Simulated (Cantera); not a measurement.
A Cantera script and what it prints.

```python
import numpy as np
import cantera as ct

gas_names = """
    C CO CO2 C2 C2O C3 C3O2 C4 C5 O O2 O3 Pb PbO Pb2
""".split()
cond_names = """
    C(gr) Pb(cr) Pb(L) PbO(rd) PbO(yw) PbO(L) PbO2(s) Pb3O4(s)
""".split()


def load(file, names, dense=False):
    # The tables refer to 1 bar. Condensed volumes are neglected.
    table = {s.name: s for s in ct.Species.list_from_file(file)}
    out = []
    for n in names:
        d = dict(table[n].input_data)
        d["thermo"] = dict(d["thermo"], **{"reference-pressure": 1e5})
        if dense:
            d["equation-of-state"] = {"model": "constant-volume", "density": "1e6 g/cm^3"}
        out.append(ct.Species.from_dict(d))
    return out


gas = ct.Solution(thermo="ideal-gas", species=load("nasa_gas.yaml", gas_names))
cond = {s.name: ct.Solution(thermo="fixed-stoichiometry", species=[s], name=s.name)
        for s in load("nasa_condensed.yaml", cond_names, dense=True)}
atoms = {
    'Pb': {'Pb': 1},
    'O2': {'O': 2},
    'CO': {'C': 1, 'O': 1},
}
top_T = {'C(gr)': 4500, 'Pb3O4(s)': 820}  # K; cautious upper limits of use, not melting points


def equilibrate(T, P, feed):
    n = {}
    for name, mol in feed.items():
        for a, k in atoms[name].items():
            n[a] = n.get(a, 0.0) + k * mol
    gas.TPX = T, P, n
    mass = sum(n.values()) * gas.mean_molecular_weight
    gas.equilibrate("TP")
    valid = [c for c in cond.values() if c.min_temp <= T <= top_T.get(c.name, c.max_temp)]
    mix = ct.Mixture([(gas, mass / gas.mean_molecular_weight)] + [(c, 0.0) for c in valid])
    mix.T, mix.P = T, P
    mix.equilibrate("TP", solver="vcs", rtol=1e-11, max_steps=5000)
    return mix


results = []
feed = {'Pb': 1, 'O2': 0.053, 'CO': 23}  # mol
P = 56000  # Pa
for T in [1100, 1125, 1150, 1175, 1200, 1225, 1250, 1275, 1300, 1325, 1350, 1375, 1400]:
    mix = equilibrate(T, P, feed)
    results.append((T, P, feed, dict(zip(mix.species_names, mix.species_moles))))
    x = sorted(zip(gas.X, gas.species_names), reverse=True)
    print(f"T = {T:g} K  P = {P:g} Pa  gas = {mix.phase_moles(0):.4g} mol")
    print("   x: " + "  ".join(f"{s} {v:.3e}" for v, s in x if v > 1e-06))
    print("   condensed (mol): " + ("  ".join(f"{mix.phase(i).name} {mix.phase_moles(i):.4g}"
          for i in range(1, mix.n_phases) if mix.phase_moles(i) > 1e-12) or "none"))
```

Result:

```
T = 1100 K  P = 56000 Pa  gas = 22.11 mol
   x: CO 9.547e-01  CO2 4.505e-02  Pb 2.164e-04
   condensed (mol): C(gr) 0.8903  Pb(L) 0.9952
T = 1125 K  P = 56000 Pa  gas = 22.42 mol
   x: CO 9.689e-01  CO2 3.074e-02  Pb 3.379e-04
   condensed (mol): C(gr) 0.5833  Pb(L) 0.9924
T = 1150 K  P = 56000 Pa  gas = 22.64 mol
   x: CO 9.783e-01  CO2 2.115e-02  Pb 5.174e-04
   condensed (mol): C(gr) 0.3727  Pb(L) 0.9883
T = 1175 K  P = 56000 Pa  gas = 22.79 mol
   x: CO 9.845e-01  CO2 1.470e-02  Pb 7.776e-04
   condensed (mol): C(gr) 0.229  Pb(L) 0.9823
T = 1200 K  P = 56000 Pa  gas = 22.9 mol
   x: CO 9.885e-01  CO2 1.034e-02  Pb 1.148e-03
   condensed (mol): C(gr) 0.1308  Pb(L) 0.9737
T = 1225 K  P = 56000 Pa  gas = 22.98 mol
   x: CO 9.910e-01  CO2 7.364e-03  Pb 1.669e-03
   condensed (mol): C(gr) 0.06318  Pb(L) 0.9617
T = 1250 K  P = 56000 Pa  gas = 23.04 mol
   x: CO 9.923e-01  CO2 5.307e-03  Pb 2.388e-03
   condensed (mol): C(gr) 0.01626  Pb(L) 0.945
T = 1275 K  P = 56000 Pa  gas = 23.08 mol
   x: CO 9.920e-01  CO2 4.593e-03  Pb 3.368e-03
   condensed (mol): Pb(L) 0.9223
T = 1300 K  P = 56000 Pa  gas = 23.11 mol
   x: CO 9.907e-01  Pb 4.686e-03  CO2 4.587e-03
   condensed (mol): Pb(L) 0.8917
T = 1325 K  P = 56000 Pa  gas = 23.15 mol
   x: CO 9.890e-01  Pb 6.437e-03  CO2 4.579e-03
   condensed (mol): Pb(L) 0.8509
T = 1350 K  P = 56000 Pa  gas = 23.2 mol
   x: CO 9.867e-01  Pb 8.737e-03  CO2 4.568e-03  Pb2 1.259e-06
   condensed (mol): Pb(L) 0.7972
T = 1375 K  P = 56000 Pa  gas = 23.27 mol
   x: CO 9.837e-01  Pb 1.172e-02  CO2 4.555e-03  Pb2 2.053e-06
   condensed (mol): Pb(L) 0.7271
T = 1400 K  P = 56000 Pa  gas = 23.36 mol
   x: CO 9.799e-01  Pb 1.556e-02  CO2 4.537e-03  Pb2 3.287e-06
   condensed (mol): Pb(L) 0.6363
```

These are equilibrium values from Cantera (NASA tables, ideal gas, pure condensed phases), not measurements of a reactor.
